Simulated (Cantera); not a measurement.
Feed: 1 mol c-C₄F₈, 0.36 mol HCl, a varied amount of H₂, held at 675 K and 4.35 Torr.

Method: chemical equilibrium by Gibbs-energy minimisation in Cantera with the NASA 1993 tables (ideal gas, pure condensed phases). Candidate condensed phases: C, C₆H₆, C₇H₈, C₈H₁₈; 118 gas species. The feed counts by its element totals alone. Condensed phases not in the tables: fluorocarbon polymer. Gases not in the tables: C₂F₆ and larger saturated fluorocarbons. Kinetics and transport are ignored.

### Question
At 0.28 mol H₂, list the 5 most abundant gas species with their mole fractions, and the condensed phases.

### Answer
CF₄ 0.668, HF 0.202, HCl 0.129, CClF₃ 0.000603, Cl₂ 0.000126. Condensed: C(graphite).
